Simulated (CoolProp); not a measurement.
Computed with CoolProp (reference Helmholtz-energy equation of state, Lemmon 2006). It is a short technical equation, of lower accuracy than the large ones.

Q: For n-decane, give the phase and the Joule-Thomson coefficient (K/MPa), isothermal compressibility (1/MPa) at 587 K and 0.767 MPa; 598 K and 0.767 MPa.

A: 
- 587 K and 0.767 MPa: gas; Joule-Thomson coefficient 13.8, isothermal compressibility 1.66
- 598 K and 0.767 MPa: gas; Joule-Thomson coefficient 12.5, isothermal compressibility 1.61
